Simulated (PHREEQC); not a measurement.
Dissolve 74 mmol/kgw Al2(SO4)3, 100 mmol/kgw ZnCl2, 2 mmol/kgw H2SO4 and 1.8 mmol/kgw NaCl at 25 °C and 300 atm. Closed to the air; pH follows from the charge balance.

Computed with PHREEQC (ion-association model, phreeqc.dat).

```
quantity                  before     after
------------------------  ------  --------
pH                          2.73      2.51
ionic strength (mol/kgw)   0.532     0.276
Cl- (mol/kgw)              0.193     0.187
Zn+2 (mol/kgw)            0.0653    0.0853
SO4-2 (mol/kgw)           0.0421  0.000974
ZnSO4 (mol/kgw)           0.0179  0.000922
SI of Halite (NaCl)        -5.42     -5.38
```

Task: Name the change that produced these shifts.
(A) temperature from 25 to 35 °C
(B) temperature from 25 to 75 °C
(C) Al2(SO4)3 replaced by AlCl3 at the same molality
(D) Al2(SO4)3 left out
(E) temperature from 25 to 65 °C

Result: D, Al2(SO4)3 left out

This is a speciation only: nothing precipitates in the calculation. Under pressure, the constants of complexes without a molar volume in the database are unreliable.
